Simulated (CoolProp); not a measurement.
Properties of chlorine along the isotherm 358.2 K.

The numbers come from the reference Helmholtz-energy equation of state, Thol 2021 in CoolProp.

```json
[
 {"p (MPa)": "1.15", "phase": "gas", "cp (kJ/(kg K))": "0.5786", "cv (kJ/(kg K))": "0.4055", "speed of sound (m/s)": "223.4", "isothermal compressibility (1/MPa)": "0.9567", "expansivity (1/kK)": "3.719", "fugacity coefficient": "0.9222"},
 {"p (MPa)": "2.29", "phase": "gas", "cp (kJ/(kg K))": "0.7371", "cv (kJ/(kg K))": "0.4467", "speed of sound (m/s)": "209.2", "isothermal compressibility (1/MPa)": "0.5625", "expansivity (1/kK)": "5.528", "fugacity coefficient": "0.8447"},
 {"p (MPa)": "3.44", "phase": "liquid", "cp (kJ/(kg K))": "1.173", "cv (kJ/(kg K))": "0.4877", "speed of sound (m/s)": "546.9", "isothermal compressibility (1/MPa)": "0.006804", "expansivity (1/kK)": "3.922", "fugacity coefficient": "0.6952"},
 {"p (MPa)": "4.59", "phase": "liquid", "cp (kJ/(kg K))": "1.147", "cv (kJ/(kg K))": "0.4859", "speed of sound (m/s)": "563.7", "isothermal compressibility (1/MPa)": "0.006239", "expansivity (1/kK)": "3.703", "fugacity coefficient": "0.5332"},
 {"p (MPa)": "5.73", "phase": "liquid", "cp (kJ/(kg K))": "1.125", "cv (kJ/(kg K))": "0.4843", "speed of sound (m/s)": "579.2", "isothermal compressibility (1/MPa)": "0.005777", "expansivity (1/kK)": "3.520", "fugacity coefficient": "0.4369"},
 {"p (MPa)": "6.88", "phase": "liquid", "cp (kJ/(kg K))": "1.106", "cv (kJ/(kg K))": "0.4830", "speed of sound (m/s)": "593.8", "isothermal compressibility (1/MPa)": "0.005385", "expansivity (1/kK)": "3.363", "fugacity coefficient": "0.3723"},
 {"p (MPa)": "8.02", "phase": "liquid", "cp (kJ/(kg K))": "1.090", "cv (kJ/(kg K))": "0.4818", "speed of sound (m/s)": "607.4", "isothermal compressibility (1/MPa)": "0.005052", "expansivity (1/kK)": "3.227", "fugacity coefficient": "0.3266"},
 {"p (MPa)": "9.17", "phase": "liquid", "cp (kJ/(kg K))": "1.075", "cv (kJ/(kg K))": "0.4808", "speed of sound (m/s)": "620.4", "isothermal compressibility (1/MPa)": "0.004762", "expansivity (1/kK)": "3.106", "fugacity coefficient": "0.2921"},
 {"p (MPa)": "10.3", "phase": "liquid", "cp (kJ/(kg K))": "1.063", "cv (kJ/(kg K))": "0.4799", "speed of sound (m/s)": "632.4", "isothermal compressibility (1/MPa)": "0.004512", "expansivity (1/kK)": "3.001", "fugacity coefficient": "0.2659"},
 {"p (MPa)": "11.5", "phase": "liquid", "cp (kJ/(kg K))": "1.050", "cv (kJ/(kg K))": "0.4790", "speed of sound (m/s)": "644.7", "isothermal compressibility (1/MPa)": "0.004277", "expansivity (1/kK)": "2.901", "fugacity coefficient": "0.2437"}
]
```
